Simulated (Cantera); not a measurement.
# Silicon nitride deposition: SiF4 + NH3 + N2

A closed system holds: 1 mol SiF4, a varied amount of NH3, 68 mol N2, equilibrated at 7.28 Torr.

Method: chemical equilibrium by Gibbs-energy minimisation in Cantera with the NASA 1993 tables (ideal gas, pure condensed phases). Candidate condensed phases: Si, Si3N4; 37 gas species. The tables' values for SiF2, SiF3 are old estimates. The numbers say what is thermodynamically allowed, not how fast it happens.

### Question
Map the stable condensed phases over T = 1150, 1175, 1200, 1225, 1250, 1275, 1300, 1325, 1350, 1375, 1400, 1425 °C and n(NH3) in mol = 4.7, 5.5, 6.4, 7.5, 8.7, 10, 12, 14, 16, 19, 22, 26.

### Answer
```
T in °C \ n(NH3) in mol
         4.7 5.5 6.4 7.5 8.7  10  12  14  16  19  22  26
   1425    A   A   A   A   A   A   A   A   A   A   A   A
   1400    A   A   A   A   A   A   A   A   A   A   A   A
   1375    A   A   A   A   A   A   A   A   A   A   A   A
   1350    A   A   A   A   A   A   A   A   A   A   A   A
   1325    A   A   A   A   A   A   A   A   A   A   A   A
   1300    A   A   A   A   A   A   A   A   A   A   A   A
   1275    A   A   A   A   A   A   A   A   A   A   A   A
   1250    A   A   A   A   A   A   A   A   A   A   A   A
   1225    A   A   A   A   A   A   A   A   A   A   B   B
   1200    A   A   A   A   A   A   A   B   B   B   B   B
   1175    A   A   A   A   A   B   B   B   B   B   B   B
   1150    A   A   B   B   B   B   B   B   B   B   B   B
```
A: gas only; B: Si3N4.
